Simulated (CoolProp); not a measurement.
The fluid at 488.05 K and 0.187 MPa flows at 0.45 m/s in a round tube of 25 mm bore and 0.25 µm roughness, fully developed (64/Re and Nu = 3.66 if laminar; Colebrook and Gnielinski if turbulent). The same conditions are run with several fluids, on thermodynamics alone (safety and materials aside).

Computed with CoolProp (reference Helmholtz-energy equation of state of each fluid (carbon dioxide: Span 1996; R141b: Lemmon 2006; ethylbenzene: Zhou 2012; n-octane: Beckmüller 2019)).

```tsv
fluid	Reynolds number	Darcy friction factor	pressure drop (Pa/m)	heat-transfer coefficient (W/(m² K))	mass flow (kg/h)
carbon dioxide	___	___	0.540	4.68	1.62
R141b	4050	0.0398	___	13.1	4.34
ethylbenzene	5060	0.0373	0.772	___	4.06
n-octane	___	___	___	___	4.40
```

Problem. Some entries are withheld; supply them.

Solution. 
- carbon dioxide, Reynolds number: 975
- carbon dioxide, Darcy friction factor: 0.0657
- R141b, pressure drop (Pa/m): 0.880
- ethylbenzene, heat-transfer coefficient (W/(m² K)): 19.1
- n-octane, Reynolds number: 6750
- n-octane, Darcy friction factor: 0.0344
- n-octane, pressure drop (Pa/m): 0.770
- n-octane, heat-transfer coefficient (W/(m² K)): 26.3

Transport values come from each fluid's own correlations; those of R141b, ethylbenzene are estimates that may be off by 10 % or more.
